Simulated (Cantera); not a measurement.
Charge: 1 mol MgCl2, a varied amount of O2, 7.2 mol H2, at 1075 K and 530 Pa.

Equilibrium computed with Cantera from the NASA thermochemical tables; the gas is ideal and each condensed phase is pure. Candidate condensed phases: H2O, Mg, MgCl2, MgO, Mg(OH)2; 22 gas species. Kinetics and transport are ignored.

x: gas mole fraction; n: condensed amount in mol.

| n(O2) (mol) | x H2 | x HCl | x H2O | x MgCl2 | x H | x MgCl | n MgO(s) |
|---|---|---|---|---|---|---|---|
| 0.059 | 0.864 | 0.0288 | 4.83e-7 | 0.108 | 1.87e-7 | 1.07e-7 | 0.118 |
| 0.19 | 0.832 | ___ | ___ | ___ | 1.84e-7 | ___ | ___ |
| 0.33 | 0.798 | 0.161 | 3.91e-5 | 0.0415 | 1.80e-7 | 7.12e-9 | 0.660 |
| 0.47 | 0.763 | 0.228 | 0.000423 | 0.00774 | 1.76e-7 | 9.16e-10 | 0.937 |
| 0.6 | 0.732 | 0.244 | 0.0245 | 0.000152 | 1.72e-7 | 1.65e-11 | 0.999 |
| 0.74 | 0.698 | 0.244 | 0.0586 | 6.36e-5 | 1.68e-7 | 6.74e-12 | 0.999 |
| 0.87 | 0.666 | 0.244 | ___ | ___ | 1.64e-7 | ___ | 1.000 |
| 1 | 0.634 | 0.244 | 0.122 | 3.06e-5 | 1.61e-7 | 3.09e-12 | 1.000 |
| 1.1 | 0.610 | 0.244 | 0.146 | 2.55e-5 | 1.57e-7 | 2.52e-12 | 1.000 |
| 1.3 | 0.561 | 0.244 | 0.195 | 1.91e-5 | 1.51e-7 | 1.82e-12 | 1.000 |

Question: Fill in the missing entries.

Answer: 
- 0.87, x H2O: 0.0903
- 0.87, x MgCl2: 4.13e-5
- 0.87, x MgCl: 4.27e-12
- 0.19, x HCl: 0.0927
- 0.19, x H2O: 7.12e-6
- 0.19, x MgCl2: 0.0756
- 0.19, x MgCl: 2.30e-8
- 0.19, n MgO(s): 0.380
